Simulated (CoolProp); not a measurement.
Values from CoolProp's reference Helmholtz-energy equation of state, Thol 2015.

Problem. For octamethylcyclotetrasiloxane (D4), give the phase and the cp (kJ/(kg K)), cv (kJ/(kg K)) at 534 K and 10.1 kPa; 319.5 K and 4470 kPa; 521.8 K and 269 kPa.

Solution. 
- 534 K and 10.1 kPa: gas; cp 1.87, cv 1.84
- 319.5 K and 4470 kPa: liquid; cp 1.70, cv 1.42
- 521.8 K and 269 kPa: gas; cp 1.89, cv 1.83
